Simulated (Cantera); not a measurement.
Source: NASA polynomial tables (part measured, part estimated), evaluated in Cantera. Values are per mole of reaction as written; species without (g) are pure solids or liquids, kept so even where they would boil at 1 bar.

Question: Between 1350 and 1600 K, where is each reaction favourable under standard conditions?
- Mg(g) + 2 OH(g) = H2O(g) + MgO

Answer: 
- Mg(g) + 2 OH(g) = H2O(g) + MgO: ΔG° is -664 kJ at 1350 K and -591 kJ at 1600 K; it stays negative (K > 1). ΔH° is -1059 kJ and ΔS° -292 J/K at 1600 K.
